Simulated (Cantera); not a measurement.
A closed system holds: 1 mol BCl3, 0.18 mol H2O, 44 mol H2, equilibrated at 33.0 Torr.

Method: chemical equilibrium by Gibbs-energy minimisation in Cantera with the NASA 1993 tables (ideal gas, pure condensed phases). Candidate condensed phases: B, B2O3, B3O3H3, H2O; 33 gas species. The tables' values for BOCl, BCl, BCl2 are old estimates; treat these amounts as uncertain. Gases not in the tables: BHCl2. Rates play no part. All values below are at 1473 K.

Base state: H2 0.931, HCl 0.0644, HBO 0.00329, BOCl 0.000312, BCl3 0.000257, B2O2 9.31e-5, H 5.82e-5, BCl 5.27e-5 (mole fractions); condensed: B(s).

Problem. What changes in the equilibrium state with this change: H2O from 0.18 to 16 mol?

Solution. 
| species | before | after |
|---|---|---|
| H2 | 0.931 | 0.710 |
| H2O | 2.72e-6 | 0.226 |
| HCl | 0.0644 | 0.0484 |
| HBO2 | 2.09e-5 | 0.0160 |
| BCl3 | 0.000257 | <1e-9 |
| BCl | 5.27e-5 | <1e-9 |
| B(s), mol | 0.806 | 0 |
Gases not in the tables: H3BO3.
